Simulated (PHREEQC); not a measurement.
Model water analysis in mg/L, 25 °C, pH 3.52, pe 11.8:

| constituent | mg/L |
|---|---|
| Na | 67.2 |
| K | 2.18 |
| Ca | 76.8 |
| Mg | 19.3 |
| Cl | 20.8 |
| S(6) as SO4 | 390 |
| N(5) as NO3 | 0.546 |
| Si as SiO2 | 0.291 |
| Mn(2) | 0.133 |
| Cu(2) | 16.3 |

Valence states are taken as typed.

Equilibrium calculation in PHREEQC: ion-association model, phreeqc.dat.

Precipitation was switched off in this run.

Order these S species by the share of S that they hold, largest first: CuSO4, SO4-2, MgSO4, HSO4-, CaSO4.

SO4-2 (82 %), CaSO4 (9.1 %), MgSO4 (4.7 %), HSO4- (1.7 %), CuSO4 (1.4 %)

The pH is 3.52 and the ionic strength 0.0134 mol/kgw.
